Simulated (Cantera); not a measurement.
A closed system holds: 1 mol PbO, 0.43 mol CH4, 0.23 mol CO, equilibrated at 4.50 bar.

Method: chemical equilibrium by Gibbs-energy minimisation in Cantera with the NASA 1993 tables (ideal gas, pure condensed phases). Candidate condensed phases: C, C6H6, C7H8, C8H18, H2O, Pb, PbO, PbO2, Pb3O4; 113 gas species. Gases not in the tables: (PbO)n polymers. Rates play no part.

log p: log10 of the partial pressure in bar; n: condensed amount in mol.

```json
[
 {"T (K)": "973", "log p Pb": "-5.06", "log p H2": "0.14", "log p CO": "-0.05", "log p H2O": "0.00", "log p CO2": "0.01", "log p CH4": "-0.72", "log p PbO": "___", "n Pb(l)": "1.000"},
 {"T (K)": "1123", "log p Pb": "-3.74", "log p H2": "0.19", "log p CO": "0.09", "log p H2O": "-0.01", "log p CO2": "-0.14", "log p CH4": "-2.04", "log p PbO": "___", "n Pb(l)": "1.000"},
 {"T (K)": "1273", "log p Pb": "-2.74", "log p H2": "0.16", "log p CO": "0.13", "log p H2O": "0.03", "log p CO2": "-0.22", "log p CH4": "-3.36", "log p PbO": "___", "n Pb(l)": "0.999"},
 {"T (K)": "1423", "log p Pb": "-1.95", "log p H2": "0.14", "log p CO": "0.15", "log p H2O": "0.06", "log p CO2": "-0.28", "log p CH4": "-4.42", "log p PbO": "___", "n Pb(l)": "0.996"},
 {"T (K)": "1573", "log p Pb": "-1.32", "log p H2": "0.12", "log p CO": "0.17", "log p H2O": "0.08", "log p CO2": "-0.33", "log p CH4": "-5.28", "log p PbO": "___", "n Pb(l)": "0.984"},
 {"T (K)": "1723", "log p Pb": "-0.80", "log p H2": "0.09", "log p CO": "0.17", "log p H2O": "0.08", "log p CO2": "-0.39", "log p CH4": "-6.01", "log p PbO": "___", "n Pb(l)": "0.944"},
 {"T (K)": "1873", "log p Pb": "-0.37", "log p H2": "0.05", "log p CO": "0.15", "log p H2O": "0.07", "log p CO2": "-0.45", "log p CH4": "-6.67", "log p PbO": "___", "n Pb(l)": "0.837"},
 {"T (K)": "2023", "log p Pb": "0.00", "log p H2": "-0.02", "log p CO": "0.09", "log p H2O": "0.01", "log p CO2": "-0.55", "log p CH4": "-7.35", "log p PbO": "___", "n Pb(l)": "0.554"},
 {"T (K)": "2173", "log p Pb": "0.24", "log p H2": "-0.13", "log p CO": "-0.01", "log p H2O": "-0.10", "log p CO2": "-0.69", "log p CH4": "-8.07", "log p PbO": "___", "n Pb(l)": "0"},
 {"T (K)": "2323", "log p Pb": "0.24", "log p H2": "-0.14", "log p CO": "-0.01", "log p H2O": "-0.10", "log p CO2": "-0.72", "log p CH4": "-8.42", "log p PbO": "___", "n Pb(l)": "0"},
 {"T (K)": "2473", "log p Pb": "0.24", "log p H2": "-0.14", "log p CO": "0.00", "log p H2O": "-0.10", "log p CO2": "-0.75", "log p CH4": "-8.71", "log p PbO": "___", "n Pb(l)": "0"}
]
```

**Question.** Fill in the missing entries.

**Answer.** 
- 973, log p PbO: -10.94
- 1123, log p PbO: -8.79
- 1273, log p PbO: -7.05
- 1423, log p PbO: -5.68
- 1573, log p PbO: -4.57
- 1723, log p PbO: -3.67
- 1873, log p PbO: -2.91
- 2023, log p PbO: -2.27
- 2173, log p PbO: -1.81
- 2323, log p PbO: -1.62
- 2473, log p PbO: -1.46
